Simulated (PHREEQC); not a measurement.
Model water analysis in mg/L, 25 °C, pH 6.79, pe 11.2:

```csv
constituent,mg/L
Na,0.0426
K,0.0174
Ca,0.0775
Mg,0.145
Cl,0.14
S(6) as SO4,0.0182
Alkalinity as HCO3,0.887
Sr,0.00192
```

Na is adjusted to close the charge balance.
Valence states are taken as typed.

Equilibrium calculation in PHREEQC: ion-association model, phreeqc.dat.

- ionic strength = 2.71e-5 mol/kgw

```
species  molality  activity   log γ
-------  --------  --------  ------
HCO3-     1.46e-5   1.45e-5  -0.003
Mg+2      5.96e-6   5.82e-6  -0.011
CO2       5.30e-6   5.30e-6   0.000
Cl-       3.95e-6   3.92e-6  -0.003
Na+       2.58e-6   2.56e-6  -0.003
Ca+2      1.93e-6   1.89e-6  -0.011
K+        4.45e-7   4.42e-7  -0.003
SO4-2     1.89e-7   1.85e-7  -0.011
H+        1.63e-7   1.62e-7  -0.003
```

This is a speciation only: nothing precipitates in the calculation. Species that the database lacks are ignored.
